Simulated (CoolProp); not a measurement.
Aqueous propylene glycol as a coolant, 25 % by mass, freezing at -9.8 °C, 1 atm.

Values from CoolProp's Melinder's fits for secondary coolants.

```csv
T (°C),viscosity (mPa s),conductivity (W/(m K)),Prandtl number,density (kg/m³)
-2.8,6.31,0.447,54.6,1026
3.6,4.67,0.453,40.1,1025
10,3.56,0.459,30.2,1023
16.4,2.78,0.465,23.4,1021
22.9,2.22,0.470,18.5,1018
29.3,1.81,0.476,15.0,1015
35.7,1.51,0.482,12.4,1012
```
